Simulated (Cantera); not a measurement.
Input (Python, Cantera):

```python
import numpy as np
import cantera as ct

gas = ct.Solution("gri30.yaml")
gas.TPX = 750, 500000, {'H2': 1, 'O2': 0.82, 'N2': 3.08}
inlet = ct.Reservoir(gas, clone=True)
gas.equilibrate("HP")  # start burning
reactor = ct.IdealGasConstPressureReactor(gas, energy="on", clone=False)
exhaust = ct.Reservoir(gas, clone=True)
tau = [0.081, 0.039, 0.019, 0.0093, 0.0045, 0.0022, 0.0011, 0.00052, 0.00025, 0.00012, 6e-05, 2.9e-05][0]
for a, b in ((inlet, reactor), (reactor, exhaust)):
    ct.MassFlowController(a, b, mdot=lambda t: reactor.mass / tau)
net = ct.ReactorNet([reactor])
show = ['H2', 'O2', 'H', 'N2O', 'H2O', 'OH', 'NO2']

rows = []
print(f"{'tau/s':>10s}{'T/K':>9s}" + "".join(f"{s:>11s}" for s in show))
for tau in [0.081, 0.039, 0.019, 0.0093, 0.0045, 0.0022, 0.0011, 0.00052, 0.00025, 0.00012, 6e-05, 2.9e-05]:
    net.initial_time = 0.0
    net.advance(30 * tau)
    before = gas.X
    net.advance(40 * tau)
    drift = np.max(np.abs(gas.X - before) / (gas.X + 1e-9))
    rows.append([gas.T, *gas[show].X, drift])
    print(f"{tau:10.3e}{gas.T:9.1f}" + "".join(f"{x:11.3e}" for x in gas[show].X))
```

Result:

```
     tau/s      T/K         H2         O2          H        N2O        H2O         OH        NO2
 8.100e-02   2215.7  4.937e-04  6.998e-02  6.274e-05  8.182e-07  2.244e-01  4.084e-03  5.455e-06
 3.900e-02   2218.0  5.124e-04  7.058e-02  6.596e-05  8.304e-07  2.243e-01  4.166e-03  3.485e-06
 1.900e-02   2219.3  5.430e-04  7.101e-02  7.098e-05  8.517e-07  2.242e-01  4.268e-03  2.037e-06
 9.300e-03   2219.3  5.981e-04  7.126e-02  8.001e-05  8.890e-07  2.240e-01  4.419e-03  1.161e-06
 4.500e-03   2217.7  7.043e-04  7.136e-02  9.833e-05  9.560e-07  2.238e-01  4.682e-03  6.790e-07
 2.200e-03   2214.0  9.003e-04  7.136e-02  1.358e-04  1.064e-06  2.233e-01  5.130e-03  4.343e-07
 1.100e-03   2207.4  1.236e-03  7.128e-02  2.107e-04  1.204e-06  2.224e-01  5.824e-03  3.073e-07
 5.200e-04   2195.5  1.856e-03  7.114e-02  3.796e-04  1.342e-06  2.210e-01  6.917e-03  2.226e-07
 2.500e-04   2176.8  2.851e-03  7.100e-02  7.208e-04  1.382e-06  2.188e-01  8.312e-03  1.599e-07
 1.200e-04   2148.4  4.403e-03  7.093e-02  1.398e-03  1.294e-06  2.156e-01  9.945e-03  1.102e-07
 6.000e-05   2109.2  6.561e-03  7.106e-02  2.586e-03  1.134e-06  2.113e-01  1.154e-02  7.759e-08
 2.900e-05   2051.1  9.749e-03  7.160e-02  4.762e-03  9.427e-07  2.053e-01  1.300e-02  5.719e-08
```

Cantera simulation using GRI-Mech 3.0 (53 species, 325 reactions); the numbers are that mechanism's predictions, not measurements. The hydrogen kinetics of GRI-Mech 3.0 are dated; newer H2 mechanisms differ, most at raised pressure.
